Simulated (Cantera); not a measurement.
Charge: 1 mol Zr, 0.34 mol O₂, 0.27 mol N₂O, held at 1.00 bar.

Equilibrium computed with Cantera from the NASA thermochemical tables; the gas is ideal and each condensed phase is pure. Candidate condensed phases: Zr, ZrN, ZrO₂; 13 gas species. Mutual solubility and eutectic melting of coexisting phases are not modelled. ZrN: taken at fixed stoichiometry. Condensed phases not in the tables: solid solutions among these carbides, nitrides and lower oxides. The numbers say what is thermodynamically allowed, not how fast it happens.

log p: log10 of the partial pressure in bar; n: condensed amount in mol.

```
T (°C)  log p N₂  log p ZrO  log p ZrO₂  log p NO  log p N  n ZrN(s)  n ZrO₂(monoclinic)  n ZrO₂(tetragonal)
------  --------  ---------  ----------  --------  -------  --------  ------------------  ------------------
625         0.00       <-12        <-12      <-12     <-12     0.525               0.475                   0
775         0.00       <-12        <-12      <-12     <-12     0.525               0.475                   0
925         0.00       <-12        <-12      <-12     <-12     0.525               0.475                   0
1075        0.00       <-12        <-12      <-12     <-12     0.525               0.475                   0
1225        0.00       <-12        <-12      <-12     <-12     0.525                   0               0.475
1375        0.00       <-12        <-12         …        …     0.525                   0               0.475
1525        0.00     -11.99        <-12    -10.19   -10.45     0.525                   0               0.475
1675        0.00          …           …         …        …     0.525                   0               0.475
1825        0.00      -8.70       -9.54     -8.31    -8.46     0.525                   0               0.475
1975        0.00      -7.39       -8.25     -7.55    -7.66     0.525                   0               0.475
2125        0.00      -6.25       -7.14     -6.89    -6.96     0.525                   0               0.475
2275        0.00      -5.24       -6.15     -6.31    -6.34     0.525                   0               0.475
```

Task: Fill in the missing entries.

Result: 
- 1375, log p NO: -11.38
- 1375, log p N: -11.72
- 1675, log p ZrO: -10.22
- 1675, log p ZrO₂: -11.02
- 1675, log p NO: -9.17
- 1675, log p N: -9.38
